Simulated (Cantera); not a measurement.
**Equilibrium for silicon etching in halogen gases: Si + F2 + N2**

Charge: 1 mol Si, 6.4 mol F2, 100 mol N2, held at 798 K.

Cantera equilibrium calculation (NASA polynomials, part measured and part estimated; ideal gas, pure solids and liquids). Candidate condensed phases: Si, Si3N4; 16 gas species. Kinetics and transport are ignored.

From 1.00 Pa to 1.00 bar nothing is condensed. The main Si-bearing gas is SiF4 throughout.

| P (Pa) | x N2 | x F | x F2 | x NF3 | x SiF4 | x NF2 |
|---|---|---|---|---|---|---|
| 1 | 0.912 | 0.0783 | 0.000944 | 5.90e-9 | 0.00912 | 4.08e-11 |
| 4.20 | 0.914 | 0.0735 | 0.00349 | 1.76e-7 | 0.00914 | 3.09e-10 |
| 18 | 0.920 | 0.0606 | 0.0102 | 3.77e-6 | 0.00920 | 1.87e-9 |
| 75 | 0.929 | 0.0416 | 0.0200 | 4.35e-5 | 0.00929 | 7.56e-9 |
| 320 | 0.937 | 0.0241 | 0.0287 | 0.000321 | 0.00938 | 2.25e-8 |
| 1300 | 0.943 | 0.0128 | 0.0328 | 0.00159 | 0.00944 | 5.20e-8 |
| 5600 | 0.949 | 0.00589 | 0.0299 | 0.00601 | 0.00952 | 9.87e-8 |
| 24000 | 0.954 | 0.00233 | 0.0200 | 0.0141 | 0.00961 | 1.37e-7 |
| 100000 | 0.958 | 0.000813 | 0.0102 | 0.0214 | 0.00969 | 1.42e-7 |
x: gas mole fraction; nothing condenses.
